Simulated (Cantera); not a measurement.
What does this Cantera script print?

```python
import numpy as np
import cantera as ct

gas_names = """
    B BF BF2 BF3 BH BHF2 BH2 BH3 BN B2 F F2 H HF H2 H2F2 H3F3 H4F4 H5F5 H6F6 H7F7 N NF NF2 NF3 NH NH2
    NH3 N2 N2H2 N2H4
""".split()
cond_names = """
    B(b) B(L) BN(s)
""".split()


# ... load() reads the species with a 1 bar reference pressure and builds the phases ...
atoms = {
    'BF3': {'B': 1, 'F': 3},
    'NH3': {'N': 1, 'H': 3},
    'H2': {'H': 2},
}
top_T = {'BN(s)': 3200}  # K; cautious upper limits of use, not melting points


# ... equilibrate(T, P, feed) seeds the gas with the atoms and calls Mixture.equilibrate('TP', solver="vcs", rtol=1e-11, max_steps=5000) ...
results = []
feed = {'BF3': 1, 'NH3': 0.13, 'H2': 2.2}  # mol
T = 900  # K
P = 1000  # Pa
mix = equilibrate(T, P, feed)
results.append((T, P, feed, dict(zip(mix.species_names, mix.species_moles))))
print(gas.report(threshold=1e-06))
for i in range(1, mix.n_phases):
    print(f"{mix.phase(i).name:16s} {mix.phase_moles(i):12.5e} mol")
```

Result:

```
       temperature   900 K
          pressure   1000 Pa
           density   0.0028658 kg/m^3
  mean mol. weight   21.445 kg/kmol
   phase of matter   gas

                          1 kg             1 kmol
                     ---------------   ---------------
          enthalpy       -1.4146e+07       -3.0336e+08  J
   internal energy       -1.4495e+07       -3.1085e+08  J
           entropy             11890        2.5498e+05  J/K
    Gibbs function       -2.4847e+07       -5.3285e+08  J
 heat capacity c_p            1990.9             42694  J/K
 heat capacity c_v            1603.2             34379  J/K

                      mass frac. Y      mole frac. X     chem. pot. / RT
                     ---------------   ---------------   ---------------
               BF3           0.90434           0.28602           -191.36
              BHF2        5.3602e-05        2.3075e-05           -145.41
                HF         0.0083601         0.0089611           -68.175
                H2           0.06465            0.6877            -22.23
                N2          0.022594          0.017296            -33.26
     [  +26 minor]        7.3846e-07        9.1689e-07

B(b)              0.00000e+00 mol
BN(s)             1.03085e-02 mol
```

Cantera equilibrium calculation (NASA polynomials, part measured and part estimated; ideal gas, pure solids and liquids).
